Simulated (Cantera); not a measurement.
# Low-pressure radical oxidation in H2/O2

An isothermal, constant-pressure homogeneous reactor starts with 0.115 % H₂, 25.6 % O₂, 74.3 % N₂, equivalence ratio 0.0022, at 1198 K and 0.0130 bar.

Cantera simulation using the H2/O2 subset of GRI-Mech 3.0, which has no nitrogen chemistry; the numbers are that mechanism's predictions, not measurements. Radical loss at walls, strong at low pressure, is not modelled.

| t (s) | x H₂ | x O₂ | x H₂O₂ | x O | x H | x HO₂ | x H₂O |
|---|---|---|---|---|---|---|---|
| 7.00e-5 | 0.00115 | 0.256 | <1e-12 | 3.24e-12 | 1.46e-11 | 1.78e-11 | <1e-12 |
| 0.000153 | 0.00115 | 0.256 | <1e-12 | 1.34e-11 | 2.58e-11 | 3.90e-11 | <1e-12 |
| 0.000335 | 0.00115 | 0.256 | <1e-12 | 4.86e-11 | 3.85e-11 | 8.53e-11 | 2.08e-12 |
| 0.000732 | 0.00115 | 0.256 | <1e-12 | 1.51e-10 | 4.97e-11 | 1.87e-10 | 1.49e-11 |
| 0.00160 | 0.00115 | 0.256 | <1e-12 | 4.32e-10 | 6.77e-11 | 4.08e-10 | 9.32e-11 |
| 0.00350 | 0.00115 | 0.256 | <1e-12 | 1.33e-9 | 1.19e-10 | 8.93e-10 | 5.61e-10 |
| 0.00765 | 0.00115 | 0.256 | <1e-12 | 5.54e-9 | 3.46e-10 | 1.96e-9 | 3.95e-9 |
| 0.0167 | 0.00115 | 0.256 | 2.31e-12 | 5.36e-8 | 2.88e-9 | 4.42e-9 | 5.24e-8 |
| 0.0366 | 0.00115 | 0.256 | 1.61e-11 | 4.98e-6 | 2.64e-7 | 2.62e-8 | 5.25e-6 |
| 0.0800 | 6.35e-5 | 0.255 | 6.22e-9 | 0.000908 | 4.06e-5 | 2.02e-7 | 0.000982 |
| 0.175 | 2.20e-6 | 0.255 | 1.83e-9 | 0.000958 | 2.16e-5 | 1.19e-7 | 0.00109 |
| 0.383 | 1.91e-6 | 0.255 | 1.77e-9 | 0.000832 | 1.75e-5 | 1.11e-7 | 0.00110 |
| 0.837 | 1.45e-6 | 0.255 | 1.66e-9 | 0.000631 | 1.16e-5 | 9.65e-8 | 0.00111 |
| 1.83 | 8.87e-7 | 0.255 | 1.41e-9 | 0.000382 | 5.49e-6 | 7.45e-8 | 0.00112 |
| 4.00 | 4.05e-7 | 0.256 | 9.95e-10 | 0.000173 | 1.68e-6 | 4.82e-8 | 0.00113 |
x: mole fraction; the columns are a selection and need not sum to one.

Equilibrium at this temperature and pressure: H₂ 2.45e-10, O₂ 0.256, H₂O₂ 1.56e-12, O 1.07e-7, H 2.63e-11, HO₂ 5.51e-10, H₂O 0.00115 (gas phase only).
